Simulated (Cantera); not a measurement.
A perfectly stirred reactor is fed with H2 : O2 = 0.02 : 1 (molar parts), at 0.0132 atm; it is held at 1373 K, and followed from long to short residence time.

Detailed kinetics in Cantera: the H2/O2 subset of GRI-Mech 3.0, which has no nitrogen chemistry. Radical loss at walls, strong at low pressure, is not modelled.

**Question.** What does this change do: temperature 1373 to 1225 K?

**Answer.** 
```tsv
quantity	before	after
x(H2) at τ = 0.730 s	7.03e-5	8.58e-5
x(O2) at τ = 0.730 s	0.974	0.976
x(OH) at τ = 0.730 s	0.00138	0.000800
x(HO2) at τ = 0.730 s	5.03e-7	7.96e-7
x(O) at τ = 0.730 s	0.00509	0.00346
x(H2) at τ = 62.0 ms	0.000245	0.000356
x(O2) at τ = 62.0 ms	0.966	0.969
x(OH) at τ = 62.0 ms	0.00221	0.00149
x(HO2) at τ = 62.0 ms	8.06e-7	1.38e-6
x(O) at τ = 62.0 ms	0.0125	0.0101
```

**Question.** What does this change do: 0.018 parts H2O added?

**Answer.** 
```json
[
 {"quantity": "x(H2) at τ = 0.730 s", "before": "7.03e-5", "after": "9.17e-5"},
 {"quantity": "x(O2) at τ = 0.730 s", "before": "0.974", "after": "0.958"},
 {"quantity": "x(OH) at τ = 0.730 s", "before": "0.00138", "after": "0.00163"},
 {"quantity": "x(HO2) at τ = 0.730 s", "before": "5.03e-7", "after": "6.24e-7"},
 {"quantity": "x(O) at τ = 0.730 s", "before": "0.00509", "after": "0.00378"},
 {"quantity": "x(H2) at τ = 62.0 ms", "before": "0.000245", "after": "0.000317"},
 {"quantity": "x(O2) at τ = 62.0 ms", "before": "0.966", "after": "0.951"},
 {"quantity": "x(OH) at τ = 62.0 ms", "before": "0.00221", "after": "0.00274"},
 {"quantity": "x(HO2) at τ = 62.0 ms", "before": "8.06e-7", "after": "1.08e-6"},
 {"quantity": "x(O) at τ = 62.0 ms", "before": "0.0125", "after": "0.0106"}
]
```
